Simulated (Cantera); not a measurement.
## Equilibrium for fluorocarbon and chlorocarbon gases: CCl4 + CH4 + H2

Feed: 1 mol CCl4, 0.018 mol CH4, 4 mol H2, held at 20.0 mbar.

Cantera equilibrium calculation (NASA polynomials, part measured and part estimated; ideal gas, pure solids and liquids). Candidate condensed phases: C, C6H6, C7H8, C8H18; 91 gas species. The tables' values for CCl are old estimates; treat these amounts as uncertain. Kinetics and transport are ignored.

From 2250 °C to 2750 °C the condensed part is C(graphite). At 2850 °C nothing is condensed. The main C-bearing gas is C2H2 (acetylene) at 2250 °C and C3 at 2850 °C. The share of C in condensed phases is highest at 2250 °C (94.9 %) and lowest at 2850 °C (0.0 %).

```json
[
 {"T (°C)": "2250", "x H": "0.108", "x HCl": "0.469", "x H2": "0.301", "x Cl": "0.119", "x C3": "3.54e-5", "x C2H2 (acetylene)": "0.00358", "x C": "1.14e-5", "x C2H": "9.67e-5", "n C(graphite)": "0.966"},
 {"T (°C)": "2350", "x H": "0.157", "x HCl": "0.400", "x H2": "0.279", "x Cl": "0.158", "x C3": "0.000154", "x C2H2 (acetylene)": "0.00495", "x C": "4.17e-5", "x C2H": "0.000257", "n C(graphite)": "0.937"},
 {"T (°C)": "2450", "x H": "0.219", "x HCl": "0.326", "x H2": "0.250", "x Cl": "0.198", "x C3": "0.000595", "x C2H2 (acetylene)": "0.00639", "x C": "0.000139", "x C2H": "0.000619", "n C(graphite)": "0.891"},
 {"T (°C)": "2550", "x H": "0.289", "x HCl": "0.251", "x H2": "0.212", "x Cl": "0.235", "x C3": "0.00209", "x C2H2 (acetylene)": "0.00765", "x C": "0.000423", "x C2H": "0.00136", "n C(graphite)": "0.803"},
 {"T (°C)": "2650", "x H": "0.361", "x HCl": "0.183", "x H2": "0.170", "x Cl": "0.265", "x C3": "0.00671", "x C2H2 (acetylene)": "0.00842", "x C": "0.00119", "x C2H": "0.00274", "n C(graphite)": "0.601"},
 {"T (°C)": "2750", "x H": "0.426", "x HCl": "0.124", "x H2": "0.126", "x Cl": "0.284", "x C3": "0.0199", "x C2H2 (acetylene)": "0.00839", "x C": "0.00315", "x C2H": "0.00502", "n C(graphite)": "0.0642"},
 {"T (°C)": "2850", "x H": "0.487", "x HCl": "0.0832", "x H2": "0.0921", "x Cl": "0.297", "x C3": "0.0215", "x C2H2 (acetylene)": "0.00433", "x C": "0.00571", "x C2H": "0.00466", "n C(graphite)": "0"}
]
```
x: gas mole fraction; n: condensed amount in mol.
